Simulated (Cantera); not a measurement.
Ignition delay

Mixture: 3.03 % CH₄, 12.9 % O₂, 84.0 % N₂, at 1700000 Pa, adiabatic and at constant volume. Ignition delay is the time to a rise of 400 K.

Cantera simulation using GRI-Mech 3.0 (53 species, 325 reactions); the numbers are that mechanism's predictions, not measurements. The pressure lies above the range GRI-Mech 3.0 was tuned for (to about 10 atm).

| T0 (K) | delay (ms) |
|---|---|
| 1000 | 63.1 |
| 1050 | 26.5 |
| 1100 | 12.2 |
| 1150 | 6.03 |
| 1200 | 3.17 |
| 1250 | 1.75 |
| 1300 | 1.00 |
| 1350 | 0.592 |
| 1400 | 0.359 |
| 1450 | 0.223 |

| Property | Result |
|---|---|
| apparent activation energy between 1350 and 1450 K | 160 kJ/mol |
